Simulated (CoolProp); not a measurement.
Nitrogen along the isotherm -180.55 °C: Z from the reference equation and from simpler models built on Tc = -147.0 °C, pc = 3.396 MPa, ω = 0.037; each cubic takes its own stable root.

The numbers come from the reference Helmholtz-energy equation of state, Span 2000 in CoolProp.

```json
[
 {"p (MPa)": "0.113", "phase": "gas", "reference": "0.9721", "van der Waals": "0.9792", "Redlich-Kwong": "0.9725"},
 {"p (MPa)": "0.226", "phase": "gas", "reference": "0.9424", "van der Waals": "0.9575", "Redlich-Kwong": "0.9436"},
 {"p (MPa)": "0.34", "phase": "gas", "reference": "0.9104", "van der Waals": "0.9347", "Redlich-Kwong": "0.9128"},
 {"p (MPa)": "0.566", "phase": "liquid", "reference": "0.02814", "van der Waals": "0.8857", "Redlich-Kwong": "0.02848"},
 {"p (MPa)": "0.679", "phase": "liquid", "reference": "0.03373", "van der Waals": "0.8589", "Redlich-Kwong": "0.03413"},
 {"p (MPa)": "0.792", "phase": "liquid", "reference": "0.03932", "van der Waals": "0.8301", "Redlich-Kwong": "0.03977"},
 {"p (MPa)": "0.906", "phase": "liquid", "reference": "0.04495", "van der Waals": "0.06565", "Redlich-Kwong": "0.04545"},
 {"p (MPa)": "1.02", "phase": "liquid", "reference": "0.05057", "van der Waals": "0.07377", "Redlich-Kwong": "0.05111"},
 {"p (MPa)": "1.13", "phase": "liquid", "reference": "0.05599", "van der Waals": "0.08157", "Redlich-Kwong": "0.05657"},
 {"p (MPa)": "1.25", "phase": "liquid", "reference": "0.06189", "van der Waals": "0.09006", "Redlich-Kwong": "0.06251"},
 {"p (MPa)": "1.36", "phase": "liquid", "reference": "0.06729", "van der Waals": "0.09781", "Redlich-Kwong": "0.06794"},
 {"p (MPa)": "1.47", "phase": "liquid", "reference": "0.07269", "van der Waals": "0.1055", "Redlich-Kwong": "0.07337"},
 {"p (MPa)": "1.58", "phase": "liquid", "reference": "0.07808", "van der Waals": "0.1132", "Redlich-Kwong": "0.07878"},
 {"p (MPa)": "1.7", "phase": "liquid", "reference": "0.08395", "van der Waals": "0.1216", "Redlich-Kwong": "0.08468"}
]
```

At some of these states van der Waals gives the other phase, because its saturation line lies elsewhere.
